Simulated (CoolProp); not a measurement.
Properties of hydrogen sulfide along the isobar 9.2 MPa (Tc = 100.0 °C, pc = 8.999 MPa, ω = 0.101).

Computed with CoolProp (reference Helmholtz-energy equation of state, Lemmon 2006). It is a short technical equation, of lower accuracy than the large ones.

```tsv
T (°C)	phase	density (kg/m³)	expansivity (1/kK)
-13.55	liquid	874.4	2.179
-7.95	liquid	863.6	2.254
-2.35	liquid	852.6	2.337
3.35	liquid	841.1	2.429
8.95	liquid	829.5	2.531
14.55	liquid	817.6	2.644
20.15	liquid	805.3	2.771
25.85	liquid	792.3	2.918
31.45	liquid	779.1	3.083
37.05	liquid	765.4	3.273
42.65	liquid	751.1	3.495
48.35	liquid	735.7	3.763
53.95	liquid	719.7	4.081
59.55	liquid	702.7	4.472
```
